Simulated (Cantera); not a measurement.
A closed system holds: 1 mol borazine, 0.18 mol O2, 8.9 mol N2, equilibrated at 1.33 mbar.

These are equilibrium values from Cantera (NASA tables, ideal gas, pure condensed phases), not measurements of a reactor. Candidate condensed phases: B, BN, B2O3, B3O3H3, H2O; 39 gas species. The feed counts by its element totals alone. Rates play no part.

Over these rows the condensed part is BN(s). Partial pressures as log10 of bar:

| T (K) | 1000/T (1/K) | log p B2O3 | log p N2 | log p H2 | log p HBO |
|---|---|---|---|---|---|
| 1598 | 0.6258 | -5.27 | -3.00 | -3.49 | -4.94 |
| 1648 | 0.6068 | -5.41 | -3.01 | -3.50 | -4.83 |
| 1698 | 0.5889 | ? | -3.01 | -3.50 | -4.75 |
| 1748 | 0.5721 | -5.92 | -3.01 | -3.50 | -4.71 |
| 1798 | 0.5562 | -6.27 | -3.01 | -3.51 | -4.70 |
| 1848 | 0.5411 | -6.66 | -3.01 | -3.51 | -4.71 |

Problem. Fit log p(B2O3) = a + b·(1000/T) to the five rows, give the apparent enthalpy, and predict the row at 1698 K.

Solution. Means: 1000/T = 0.5804, log p = -5.906. Sxy = 0.080526, Sxx = 0.0049571, so b = 16.24 and a = -5.906 − (16.24)×0.5804 = -15.33.
Apparent enthalpy: −19.145 × (16.24) = -311 kJ/mol. With the condensed phases at unit activity, 1/2 N2(g) + 3 HBO(g) = B2O3(g) + BN(s) + 3/2 H2(g) links this pressure to the main gases: over the six rows their terms move log p by +0.72 in all, so the slope isn't that reaction's ΔH° alone. The five rows lie within 0.12 of the line; that is curvature, so one enthalpy describes this range poorly.
Prediction at 1698 K: -15.33 + (16.24)×0.5889 = -5.77. The computed value is -5.63, 0.14 from the line.
